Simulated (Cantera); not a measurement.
Source: NASA polynomial tables (part measured, part estimated), evaluated in Cantera. Values are per mole of reaction as written; species without (g) are pure solids or liquids, kept so even where they would boil at 1 bar.

8 CrO₃(g) + 3 NH₃(g) = 9 OH(g) + 4 Cr₂O₃ + 3 NO(g)

```json
[
 {"T (K)": "648", "ΔH° (kJ)": "(withheld)", "ΔS° (J/K)": "(withheld)", "ΔG° (kJ)": "(withheld)", "log10 K": "(withheld)"},
 {"T (K)": "748", "ΔH° (kJ)": "-1362.1", "ΔS° (J/K)": "51.3", "ΔG° (kJ)": "-1400.4", "log10 K": "97.79"},
 {"T (K)": "848", "ΔH° (kJ)": "-1352.1", "ΔS° (J/K)": "63.8", "ΔG° (kJ)": "-1406.2", "log10 K": "86.62"},
 {"T (K)": "948", "ΔH° (kJ)": "-1343.0", "ΔS° (J/K)": "74.0", "ΔG° (kJ)": "-1413.1", "log10 K": "77.86"},
 {"T (K)": "1048", "ΔH° (kJ)": "-1334.3", "ΔS° (J/K)": "82.7", "ΔG° (kJ)": "-1420.9", "log10 K": "70.82"},
 {"T (K)": "1148", "ΔH° (kJ)": "(withheld)", "ΔS° (J/K)": "(withheld)", "ΔG° (kJ)": "(withheld)", "log10 K": "(withheld)"},
 {"T (K)": "1248", "ΔH° (kJ)": "-1317.1", "ΔS° (J/K)": "97.7", "ΔG° (kJ)": "-1439.0", "log10 K": "60.23"},
 {"T (K)": "1348", "ΔH° (kJ)": "-1308.5", "ΔS° (J/K)": "104.3", "ΔG° (kJ)": "-1449.1", "log10 K": "56.15"},
 {"T (K)": "1448", "ΔH° (kJ)": "-1299.8", "ΔS° (J/K)": "110.5", "ΔG° (kJ)": "-1459.9", "log10 K": "52.66"},
 {"T (K)": "1548", "ΔH° (kJ)": "(withheld)", "ΔS° (J/K)": "(withheld)", "ΔG° (kJ)": "(withheld)", "log10 K": "(withheld)"}
]
```

Task: Fill in the missing entries.

Result: 
- 648, ΔH° (kJ): -1373.0
- 648, ΔS° (J/K): 35.6
- 648, ΔG° (kJ): -1396.0
- 648, log10 K: 112.53
- 1148, ΔH° (kJ): -1325.7
- 1148, ΔS° (J/K): 90.6
- 1148, ΔG° (kJ): -1429.6
- 1148, log10 K: 65.05
- 1548, ΔH° (kJ): -1291.0
- 1548, ΔS° (J/K): 116.4
- 1548, ΔG° (kJ): -1471.2
- 1548, log10 K: 49.64
